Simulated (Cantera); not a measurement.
## Counterflow diffusion flame

A counterflow diffusion flame at 1.00 bar, nozzles 20 mm apart: fuel side CO : H2 = 1 : 0.033 (molar parts) at 475 K, oxidiser side O2 : N2 = 0.23 : 0.77 (molar parts) at 775 K, fuel mass flux 1 times the oxidiser's; mixture-averaged transport, no radiation.

Cantera simulation using GRI-Mech 3.0 (53 species, 325 reactions); the numbers are that mechanism's predictions, not measurements. The maximum strain rate includes the flame's own expansion and is several times the mean.

| oxidiser flux (kg/m²/s) | max strain (1/s) | mean strain (1/s) | T max (K) | peak x OH | peak x H | peak x NO | peak x CO |
|---|---|---|---|---|---|---|---|
| 0.6 | 351 | 110 | 2164 | 0.00485 | 0.00716 | 0.000248 | 0.969 |
| 0.92 | 524 | 169 | 2091 | 0.00468 | 0.00843 | 0.000152 | 0.969 |
| 1.4 | 778 | 258 | 2014 | 0.00443 | 0.00971 | 0.000101 | 0.969 |
| 2.2 | 1200 | 405 | 1930 | 0.00407 | 0.0111 | 7.20e-5 | 0.969 |
| 3.3 | 1760 | 607 | 1852 | 0.00368 | 0.0123 | 5.44e-5 | 0.969 |
| 5.1 | 2650 | 938 | 1760 | 0.00318 | 0.0131 | 3.93e-5 | 0.969 |
| 7.9 | 4000 | 1450 | 1655 | 0.00264 | 0.0130 | 2.55e-5 | 0.969 |
| 12 | 5870 | 2210 | 1518 | 0.00198 | 0.0110 | 1.19e-5 | 0.969 |
x: mole fraction; the columns are a selection and need not sum to one.
